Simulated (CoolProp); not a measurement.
A simple Rankine cycle with R114: condensing at 330.15 K, boiler at 2.86 MPa, turbine inlet 416.2 K, turbine efficiency 0.9, pump efficiency 0.6, no recuperator. Each further row changes one setting.

Model: reference Helmholtz-energy equation of state, Platzer 1990, in CoolProp. This equation is an older, rougher fit; its heat capacities, sound speeds and derivatives of the liquid may be far off and weren't checked against measurements.

| case | thermal efficiency (%) | net work (kJ/kg) | heat in (kJ/kg) | turbine exit temperature (K) | volume ratio over the turbine |
|---|---|---|---|---|---|
| as stated | 12.0 | 17.9 | 150 | 352.5 | 7.44 |
| turbine inlet 436.2 K | 12.2 | 21.3 | 175 | 380.0 | 6.37 |
| condensing temperature 322.15 K | 13.1 | 20.8 | 158 | 347.2 | 9.22 |
| boiler pressure 2 MPa | 10.3 | 17.2 | 167 | 375.1 | 4.15 |
| turbine efficiency 0.8 | 10.4 | 15.6 | 150 | 355.5 | 7.53 |
